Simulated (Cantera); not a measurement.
Input: 1 mol Cu, 0.37 mol O2, 5.9 mol CO, held at 290 Pa.

Cantera equilibrium calculation (NASA polynomials, part measured and part estimated; ideal gas, pure solids and liquids). Candidate condensed phases: C, Cu, CuO, Cu2O; 15 gas species. The numbers say what is thermodynamically allowed, not how fast it happens.

Q: What share of the Cu ends up in condensed phases as a function of T (°C), at 1025, 1075, 1125, 1175, 1225, 1275, 1325, 1375?

A: 
```
T (°C)  Cu condensed (%)     as
------  ----------------  -----
1025               100.0  Cu(s)
1075                99.9  Cu(s)
1125                99.7  Cu(l)
1175                99.3  Cu(l)
1225                98.4  Cu(l)
1275                96.3  Cu(l)
1325                92.0  Cu(l)
1375                83.4  Cu(l)
```
